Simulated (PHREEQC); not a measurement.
PHREEQC input (ion-association model, phreeqc.dat):

```
SOLUTION_SPECIES
  CO3-2 + 10 H+ + 8 e- = CH4 + 3 H2O  # shut off: no methane
    -log_k -100
    -delta_h 0
    -analytic -100
SOLUTION 1
  temp 25
  units mol/kgw
  pH 7 charge
  Cl 0.014
  Na 0.014
END
SELECTED_OUTPUT 1
  -reset false
  -pH true
  -pe true
  -ionic_strength true
  -water true
  -totals C Cl Na C(-4) C(4) Mtg Sg
  -molalities H+ Na+ Cl- CO3-2 OH- HCO3- CO2 (CO2)2 NaOH NaCO3-
    NaHCO3
  -saturation_indices Halite
USER_PUNCH 1
  -headings p_CO2(g) phi_CO2(g) p_Mtg(g) phi_Mtg(g) p_H2Sg(g) phi_H2Sg(g) p_H2O(g) phi_H2O(g) density
  10 PUNCH PR_P("CO2(g)"), PR_PHI("CO2(g)"), PR_P("Mtg(g)"), PR_PHI("Mtg(g)"), PR_P("H2Sg(g)"), PR_PHI("H2Sg(g)"), PR_P("H2O(g)"), PR_PHI("H2O(g)"), RHO
PRINT
  -reset false
USE solution 1
REACTION_TEMPERATURE 1
  40
GAS_PHASE 1
  -fixed_pressure
  -pressure 1
  -temperature 40
  -volume 20
  CO2(g) 0.13
  Mtg(g) 0.66
  H2Sg(g) 0.21
  H2O(g) 0
END
# ... the last block is repeated for the other 6 points of P (atm)
```

Selected output (columns that matter, 7 of 7 rows; P (atm) added in front):

```
P (atm)	pH	mu	C	Cl	Na	Mtg	Sg	si_Halite	p_CO2(g)	phi_CO2(g)	p_Mtg(g)	phi_Mtg(g)	p_H2Sg(g)	phi_H2Sg(g)
1	4.2292	0.014081	0.002838	0.014015	0.014015	0.00075973	0.011846	-5.3949	0.11948	0.99518	0.62313	0.99837	0.18423	0.99341
2	4.0719	0.014109	0.0058459	0.014015	0.014015	0.001575	0.02437	-5.3952	0.24829	0.99056	1.2958	0.99654	0.38237	0.9871
3	3.9826	0.01413	0.0088162	0.014015	0.014015	0.0023849	0.036709	-5.3954	0.37711	0.98597	1.9682	0.99473	0.58074	0.98083
5	3.8722	0.014164	0.01465	0.014015	0.014015	0.003989	0.060847	-5.3959	0.6348	0.97684	3.3122	0.99115	0.97822	0.96837
7.5	3.7863	0.014197	0.021747	0.014015	0.014015	0.0059649	0.090025	-5.3963	0.95699	0.96552	4.9908	0.98673	1.4764	0.95295
10	3.7266	0.014224	0.028633	0.014015	0.014015	0.0079091	0.11812	-5.3968	1.2793	0.95429	6.6677	0.98237	1.9761	0.9377
15	3.6447	0.014268	0.041789	0.014016	0.014016	0.011705	0.17113	-5.3976	1.9241	0.93211	10.017	0.97381	2.9798	0.90768
```

Away from 25 °C the constants follow the database's enthalpies or fits; those with neither stay at their 25 °C values.
